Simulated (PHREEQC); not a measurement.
Dissolve 16 mmol/kgw Cs2SO4 and 5.8 mmol/kgw KOH at 25 °C. Closed to the air; pH follows from the charge balance.

Computed with PHREEQC (ion-association model, wateq4f.dat).

Q: The ionic strength comes out as 0.0533 mol/kgw. What activity coefficients do SO4-2, K+, Cs+, OH-, KSO4- get?

A: SO4-2 0.45, K+ 0.81, Cs+ 0.82, OH- 0.81, KSO4- 0.82.

Precipitation was switched off in this run.
